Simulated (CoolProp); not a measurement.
Vapour-liquid equilibrium of benzene (1) + toluene (2) at 242.65 °C; x and y are mole fractions of (1).

The numbers come from the multi-fluid Helmholtz-energy mixture model, Thol 2012 and Lemmon 2006; pair parameters Bell 2016 in CoolProp.

Question: Give the bubble pressure and the first vapour's composition at x = 0.35, 0.65, 0.95. Is there an azeotrope?

Answer: x = 0.35: 1.885 MPa, y = 0.440; x = 0.65: 2.245 MPa, y = 0.728; x = 0.95: 2.635 MPa, y = 0.964. No azeotrope shows between x = 0.05 and 0.95.

Pair parameters are fitted to limited data, so mixtures are less certain than the pure fluids.
